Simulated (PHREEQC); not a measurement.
## Brackish or sea water (model solution)

Synthetic water in mmol/kgw, 25 °C, pH 8.13, pe 1.9: Na 79.7; K 26.6; Ca 0.716; Mg 6.5; Cl 115; S(6) 2.07; Alkalinity (meq/kgw) 0.173; Si 0.75; N(-3) 1.85.

Cl is adjusted to close the charge balance.
Valence states are taken as typed.

Computed with PHREEQC (ion-association model, phreeqc.dat).

Precipitation was switched off in this run.

**Question.** What specific conductance, density does the model give?

**Answer.** specific conductance 13000 µS/cm; density 1.002 g/cm³.

**Question.** In which forms is Ca present?

**Answer.** Ca+2 97 %, CaSO4 3.1 % of the Ca.

Examples of supersaturated solids here: Quartz (slow to form), Chalcedony (slow to form). Others may be too. Complexes and solids missing from the database can't appear.
